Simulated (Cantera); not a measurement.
Charge: 1 mol Si₂H₆, 13 mol CO₂, 0.23 mol NO, held at 1698.15 K and 1.00 bar.

Equilibrium computed with Cantera from the NASA thermochemical tables; the gas is ideal and each condensed phase is pure. The feed counts by its element totals alone. The tables hold silica as quartz up to 1696 K and as liquid above; real silica turns to tridymite and cristobalite and melts near 1996 K. Gases not in the tables: Si(OH)₄. The numbers say what is thermodynamically allowed, not how fast it happens.

| species | before | after |
|---|---|---|
| CO₂ | 0.425 | 0.585 |
| H₂O | 0.147 | 0.155 |
| CO | 0.381 | 0.127 |
| N₂ | 0.00714 | 0.123 |
| H₂ | 0.0388 | 0.00985 |
| OH | 5.58e-6 | 1.16e-5 |
| H | 2.85e-5 | 1.44e-5 |
| SiO₂(condensed), mol | 2.00 | 2.00 |
Gas species are given as mole fractions.

What was changed between the two runs?
A. NO from 0.23 to 5.8 mol
B. Si₂H₆ replaced by TEOS
C. NO from 0.23 to 4.5 mol
D. NO from 0.23 to 24 mol

C, NO from 0.23 to 4.5 mol
